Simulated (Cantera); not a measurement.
Mixture: CH4 : O2 : N2 = 1 : 2.47 : 9.28 (molar parts), at 32.0 bar, adiabatic and at constant volume. Ignition delay is the time to a rise of 400 K.

Computed with Cantera and GRI-Mech 3.0 (53 species, 325 reactions). The pressure lies above the range GRI-Mech 3.0 was tuned for (to about 10 atm).

### Question
Predict: delay at 1223 K; delay at 1373 K; delay at 1523 K; delay at 1673 K; delay at 1823 K; apparent activation energy between 1748 and 1898 K.

### Answer
```json
{
  "delay at 1223 K": "0.880 ms",
  "delay at 1373 K": "0.177 ms",
  "delay at 1523 K": "45.5 µs",
  "delay at 1673 K": "13.8 µs",
  "delay at 1823 K": "4.85 µs",
  "apparent activation energy between 1748 and 1898 K": "180 kJ/mol"
}
```
